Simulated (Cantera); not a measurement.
An adiabatic, constant-pressure homogeneous reactor starts with H₂ : O₂ : N₂ = 1 : 0.633 : 2.38 (molar parts), equivalence ratio 0.79, at 1725 K and 2330 Torr. Integrator tolerance rtol = 1e-08.

Detailed kinetics in Cantera: GRI-Mech 3.0 (53 species, 325 reactions). The hydrogen kinetics of GRI-Mech 3.0 are dated; newer H2 mechanisms differ, most at raised pressure.

Task: What does this change do: O2 0.633 to 0.21 parts?

Result: 
```tsv
quantity	before	after
time of steepest temperature rise	2.32 µs	4.65 µs
temperature at 5.00 s	2943 K	2503 K
equilibrium temperature	2943 K	2503 K
x(H₂) at 5.00 s	0.0265 (gas-phase equilibrium 0.0265)	0.169 (gas-phase equilibrium 0.169)
x(O₂) at 5.00 s	0.0319 (gas-phase equilibrium 0.0319)	6.30e-6 (gas-phase equilibrium 6.30e-6)
x(NO) at 5.00 s	0.0158 (gas-phase equilibrium 0.0158)	0.000120 (gas-phase equilibrium 0.000120)
x(H) at 5.00 s	0.0123 (gas-phase equilibrium 0.0123)	0.00598 (gas-phase equilibrium 0.00598)
x(H₂O₂) at 5.00 s	1.12e-6 (gas-phase equilibrium 1.12e-6)	3.85e-9 (gas-phase equilibrium 3.85e-9)
x(H₂O) at 5.00 s	0.225 (gas-phase equilibrium 0.225)	0.123 (gas-phase equilibrium 0.123)
```
